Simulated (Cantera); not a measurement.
Cantera run:

```python
import numpy as np
import cantera as ct

gas_names = [...]  # 110 gases of nasa_gas.yaml made of C, H, N
cond_names = """
    C(gr) C6H6(L) C7H8(L) C8H18(L),n-octa
""".split()


# ... load() reads the species with a 1 bar reference pressure and builds the phases ...
atoms = {
    'C3H8': {'C': 3, 'H': 8},
    'NH3': {'N': 1, 'H': 3},
    'N2': {'N': 2},
}
top_T = {'C(gr)': 4500}  # K; cautious upper limits of use, not melting points


# ... equilibrate(T, P, feed) seeds the gas with the atoms and calls Mixture.equilibrate('TP', solver="vcs", rtol=1e-11, max_steps=5000) ...
results = []
feed = {'C3H8': 1, 'NH3': 0.13, 'N2': 0.76}  # mol
P = 7300000  # Pa
for T in [2000, 2250, 2500, 2750, 3000, 3250, 3500, 3750, 4000, 4250, 4500, 4750, 5000]:
    mix = equilibrate(T, P, feed)
    results.append((T, P, feed, dict(zip(mix.species_names, mix.species_moles))))

top = {s: max(r[3][s] / sum(r[3][g] for g in gas_names) for r in results) for s in gas_names}
cols = sorted((s for s in top if top[s] > 0.0001), key=lambda s: -top[s])[:9]
seen = [c for c in cond_names if any(r[3].get(c, 0) > 1e-12 for r in results)]
print("log10 of partial pressures in bar; condensed amounts in mol")
print(f"{'T/K':>10s}" + "".join(f"{s[:9]:>10s}" for s in cols + seen))
for T, P, feed, n in results:
    ng = sum(n[g] for g in gas_names)
    print(f"{T:10.4g}" + "".join(f"{np.log10(max(n[s] / ng * P / 1e5, 1e-99)):10.3f}" for s in cols)
          + "".join(f"{n.get(c, 0):10.4g}" for c in seen))
```

Result:

```
log10 of partial pressures in bar; condensed amounts in mol
       T/K        H2         H        N2 C2H2,acet       HCN       C2H       HNC        CN        C3     C(gr)
      2000     1.771    -1.904     1.080    -1.344    -0.406    -6.746    -1.651    -5.708   -10.557     2.863
      2250     1.772    -1.243     1.065    -0.703    -0.033    -5.120    -1.104    -4.458    -8.187     2.843
      2500     1.767    -0.716     1.044    -0.199     0.256    -3.826    -0.676    -3.465    -6.304     2.733
      2750     1.753    -0.288     1.012     0.203     0.479    -2.775    -0.339    -2.662    -4.773     2.503
      3000     1.728     0.062     0.968     0.522     0.649    -1.909    -0.076    -2.003    -3.506     2.115
      3250     1.687     0.350     0.912     0.771     0.773    -1.188     0.127    -1.456    -2.441     1.531
      3500     1.625     0.584     0.848     0.957     0.856    -0.586     0.279    -0.996    -1.534    0.7117
      3750     1.563     0.782     0.792     1.037     0.888    -0.142     0.369    -0.633    -0.860         0
      4000     1.534     0.969     0.764     0.988     0.867     0.113     0.398    -0.377    -0.489         0
      4250     1.496     1.128     0.735     0.912     0.830     0.311     0.404    -0.163    -0.195         0
      4500     1.447     1.262     0.707     0.800     0.773     0.448     0.386     0.011     0.021         0
      4750     1.385     1.373     0.681     0.648     0.695     0.526     0.343     0.149     0.161         0
      5000     1.310     1.463     0.658     0.455     0.597     0.550     0.276     0.256     0.233         0
```

Equilibrium computed with Cantera from the NASA thermochemical tables; the gas is ideal and each condensed phase is pure. The ideal-gas law is rough above about 30 bar.
